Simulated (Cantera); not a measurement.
Charge: 1 mol SiCl4, 8 mol O3, 1.4 mol N2, 6.4 mol NO, at 1273.15 K and 640 Pa.

These are equilibrium values from Cantera (NASA tables, ideal gas, pure condensed phases), not measurements of a reactor. Candidate condensed phases: Si, SiO2, Si2N2O, Si3N4; 23 gas species. The tables hold silica as quartz up to 1696 K and as liquid above; real silica turns to tridymite and cristobalite and melts near 1996 K. Kinetics and transport are ignored.

Base state: O2 0.671, N2 0.217, Cl2 0.0776, Cl 0.0338, NO 0.000311, ClO 7.63e-5 (mole fractions); condensed: SiO2(β-quartz).

What changes in the equilibrium state with this change: SiCl4 replaced by TEOS?


```csv
species,before,after
H2O,0,0.388
CO2,0,0.310
N2,0.217,0.178
O2,0.671,0.124
Cl2,0.0776,0
Cl,0.0338,0
ClO,7.63e-5,0
OH,0,4.66e-5
NO,0.000311,0.000121
"SiO2(β-quartz), mol",1.00,1.00
```
The feed counts by its element totals alone. Further candidate phases: C, C6H6, C7H8, C8H18, H2O, SiC.

What changes in the equilibrium state with this change: temperature from 1273.15 K to 1873.15 K?


| species | before | after |
|---|---|---|
| O2 | 0.671 | 0.619 |
| N2 | 0.217 | 0.199 |
| Cl | 0.0338 | 0.173 |
| Cl2 | 0.0776 | 0.000993 |
| O | 1.10e-6 | 0.00233 |
| NO | 0.000311 | 0.00456 |
| ClO | 7.63e-5 | 0.000182 |
| SiO2(β-quartz), mol | 1.00 | 0 |
| SiO2(condensed), mol | 0 | 1.000 |

What changes in the equilibrium state with this change: SiCl4 replaced by Si2H6?


```json
[
 {"species": "O2", "before": "0.671", "after": "0.606"},
 {"species": "N2", "before": "0.217", "after": "0.238"},
 {"species": "H2O", "before": "0", "after": "0.155"},
 {"species": "Cl2", "before": "0.0776", "after": "0"},
 {"species": "Cl", "before": "0.0338", "after": "0"},
 {"species": "ClO", "before": "7.63e-5", "after": "0"},
 {"species": "OH", "before": "0", "after": "4.39e-5"},
 {"species": "NO", "before": "0.000311", "after": "0.000309"},
 {"species": "SiO2(β-quartz), mol", "before": "1.00", "after": "2.00"}
]
```
The feed counts by its element totals alone. Further candidate phases: H2O.
